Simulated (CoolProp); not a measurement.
c-C4F8 (RC318) at 486.85 K and 0.38 MPa is throttled through a valve to 0.237 MPa with no heat exchange. Each further row changes one setting.

The numbers come from the reference Helmholtz-energy equation of state, Platzer 1990 in CoolProp. This equation is an older, rougher fit.

| case | temperature change (K) | final density (kg/m³) |
|---|---|---|
| as stated | ___ | ___ |
| outlet pressure 0.0711 MPa | -1.3 | ___ |
| outlet pressure 0.308 MPa | ___ | ___ |

Question: Fill in the missing entries.

Answer: 
- as stated, temperature change (K): -0.6
- as stated, final density (kg/m³): 11.9
- outlet pressure 0.0711 MPa, final density (kg/m³): 3.54
- outlet pressure 0.308 MPa, temperature change (K): -0.3
- outlet pressure 0.308 MPa, final density (kg/m³): 15.5
